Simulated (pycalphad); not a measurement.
Phase fractions of Al-20.8C (at.%)

All values are pycalphad results on the COST 507 light-alloy database (1999) (1 atm), not direct measurements. The database dates from 1999; later assessments differ in places, in temperatures and in the compounds included. Phase fractions are per mole of atoms.

```json
[
 {"T (K)": "2450", "liquid": "1.000", "AL4C3": "-", "fcc": "-"},
 {"T (K)": "2350", "liquid": "0.768", "AL4C3": "0.232", "fcc": "-"},
 {"T (K)": "2250", "liquid": "0.645", "AL4C3": "0.355", "fcc": "-"},
 {"T (K)": "2150", "liquid": "0.582", "AL4C3": "0.418", "fcc": "-"},
 {"T (K)": "2050", "liquid": "0.548", "AL4C3": "0.452", "fcc": "-"},
 {"T (K)": "1950", "liquid": "0.530", "AL4C3": "0.470", "fcc": "-"},
 {"T (K)": "1850", "liquid": "0.521", "AL4C3": "0.479", "fcc": "-"},
 {"T (K)": "1750", "liquid": "0.517", "AL4C3": "0.483", "fcc": "-"},
 {"T (K)": "1650", "liquid": "0.516", "AL4C3": "0.484", "fcc": "-"},
 {"T (K)": "1550", "liquid": "0.515", "AL4C3": "0.485", "fcc": "-"},
 {"T (K)": "1450", "liquid": "0.515", "AL4C3": "0.485", "fcc": "-"},
 {"T (K)": "1350", "liquid": "0.515", "AL4C3": "0.485", "fcc": "-"},
 {"T (K)": "1250", "liquid": "0.515", "AL4C3": "0.485", "fcc": "-"},
 {"T (K)": "1150", "liquid": "0.515", "AL4C3": "0.485", "fcc": "-"},
 {"T (K)": "1050", "liquid": "0.515", "AL4C3": "0.485", "fcc": "-"},
 {"T (K)": "950", "liquid": "0.515", "AL4C3": "0.485", "fcc": "-"},
 {"T (K)": "850", "liquid": "-", "AL4C3": "0.485", "fcc": "0.515"},
 {"T (K)": "750", "liquid": "-", "AL4C3": "0.485", "fcc": "0.515"},
 {"T (K)": "650", "liquid": "-", "AL4C3": "0.485", "fcc": "0.515"},
 {"T (K)": "550", "liquid": "-", "AL4C3": "0.485", "fcc": "0.515"}
]
```

Database names, with the compositions (at.%) that they take in these runs: AL4C3: Al 57 C 43.
